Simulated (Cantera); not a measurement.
What does this Cantera script print?

```python
import numpy as np
import cantera as ct

gas_names = """
    CL CL2 N N2 Si SiCL SiCL2 SiCL3 SiCL4 SiN Si2 Si2N Si3
""".split()
cond_names = """
    Si(cr) Si(L) Si3N4(a)
""".split()


def load(file, names, dense=False):
    # The tables refer to 1 bar. Condensed volumes are neglected.
    table = {s.name: s for s in ct.Species.list_from_file(file)}
    out = []
    for n in names:
        d = dict(table[n].input_data)
        d["thermo"] = dict(d["thermo"], **{"reference-pressure": 1e5})
        if dense:
            d["equation-of-state"] = {"model": "constant-volume", "density": "1e6 g/cm^3"}
        out.append(ct.Species.from_dict(d))
    return out


gas = ct.Solution(thermo="ideal-gas", species=load("nasa_gas.yaml", gas_names))
cond = {s.name: ct.Solution(thermo="fixed-stoichiometry", species=[s], name=s.name)
        for s in load("nasa_condensed.yaml", cond_names, dense=True)}
atoms = {
    'Si2Cl6': {'Si': 2, 'CL': 6},
    'N2': {'N': 2},
}
top_T = {'Si3N4(a)': 2400}  # K; cautious upper limits of use, not melting points


def equilibrate(T, P, feed):
    n = {}
    for name, mol in feed.items():
        for a, k in atoms[name].items():
            n[a] = n.get(a, 0.0) + k * mol
    gas.TPX = T, P, n
    mass = sum(n.values()) * gas.mean_molecular_weight
    gas.equilibrate("TP")
    valid = [c for c in cond.values() if c.min_temp <= T <= top_T.get(c.name, c.max_temp)]
    mix = ct.Mixture([(gas, mass / gas.mean_molecular_weight)] + [(c, 0.0) for c in valid])
    mix.T, mix.P = T, P
    mix.equilibrate("TP", solver="vcs", rtol=1e-11, max_steps=5000)
    return mix


results = []
feed = {'Si2Cl6': 1, 'N2': 5.6}  # mol
T = 1073.15  # K
P = 75000  # Pa
mix = equilibrate(T, P, feed)
results.append((T, P, feed, dict(zip(mix.species_names, mix.species_moles))))
print(gas.report(threshold=1e-06))
for i in range(1, mix.n_phases):
    print(f"{mix.phase(i).name:16s} {mix.phase_moles(i):12.5e} mol")
```

It prints:

```
       temperature   1073.2 K
          pressure   75000 Pa
           density   0.49981 kg/m^3
  mean mol. weight   59.461 kg/kmol
   phase of matter   gas

                          1 kg             1 kmol
                     ---------------   ---------------
          enthalpy       -1.8627e+06       -1.1076e+08  J
   internal energy       -2.0128e+06       -1.1968e+08  J
           entropy            4845.9        2.8814e+05  J/K
    Gibbs function       -7.0631e+06       -4.1998e+08  J
 heat capacity c_p            828.48             49263  J/K
 heat capacity c_v            688.65             40948  J/K

                      mass frac. Y      mole frac. X     chem. pot. / RT
                     ---------------   ---------------   ---------------
                N2           0.36668            0.7783           -25.586
             SiCL2        2.1741e-06         1.306e-06            -70.24
             SiCL3        0.00030417        0.00013454           -96.373
             SiCL4           0.63301           0.22156           -122.51
     [   +9 minor]        8.6812e-09        1.4429e-08

Si(cr)            0.00000e+00 mol
Si3N4(a)          1.66589e-01 mol
```

These are equilibrium values from Cantera (NASA tables, ideal gas, pure condensed phases), not measurements of a reactor. The feed counts by its element totals alone. N2 is the only nitrogen source here; it is nearly inert below about 1500 K, so the nitride shown seldom forms there in practice. The tables' values for SiCl3 are old estimates; treat these amounts as uncertain.
